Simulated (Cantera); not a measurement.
Feed: 1 mol SrCl2, 1 mol H2, 0.91 mol N2, held at 0.555 Torr.

Cantera equilibrium calculation (NASA polynomials, part measured and part estimated; ideal gas, pure solids and liquids). Candidate condensed phases: NH4Cl, Sr, SrCl2; 15 gas species. Rates play no part.

### Question
Which condensed phases are stable at each of these points (T (°C)): 400, 450, 500, 550, 600, 650, 700, 750, 800, 850, 900, 950?

### Answer
```csv
T (°C),condensed phases,Sr condensed (%)
400,SrCl2(s),100.0
450,SrCl2(s),100.0
500,SrCl2(s),100.0
550,SrCl2(s),100.0
600,SrCl2(s),100.0
650,SrCl2(s),100.0
700,SrCl2(s),100.0
750,SrCl2(s),100.0
800,SrCl2(s),100.0
850,SrCl2(s),100.0
900,SrCl2(l),99.8
950,SrCl2(l),99.4
```

From 400 °C to 850 °C the condensed part is SrCl2(s). From 900 °C to 950 °C the condensed part is SrCl2(l).
